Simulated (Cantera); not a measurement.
A closed system holds: 1 mol PbF2, 0.2 mol HF, 360 mol N2, equilibrated at 1852 °C and 0.360 Pa.

Method: chemical equilibrium by Gibbs-energy minimisation in Cantera with the NASA 1993 tables (ideal gas, pure condensed phases). Candidate condensed phases: Pb, PbF2; 26 gas species. The numbers say what is thermodynamically allowed, not how fast it happens.

Base state: N2 0.991, F 0.00567, Pb 0.00275, HF 0.000385, H 0.000165 (mole fractions); condensed: gas only.

Q: What changes in the equilibrium state with this change: N2 from 360 to 1.8 mol?

A: 
| species | before | after |
|---|---|---|
| F | 0.00567 | 0.398 |
| N2 | 0.991 | 0.361 |
| Pb | 0.00275 | 0.198 |
| HF | 0.000385 | 0.0399 |
| PbF2 | <1e-9 | 0.000105 |
| PbF | 5.21e-7 | 0.00263 |
| H | 0.000165 | 0.000243 |
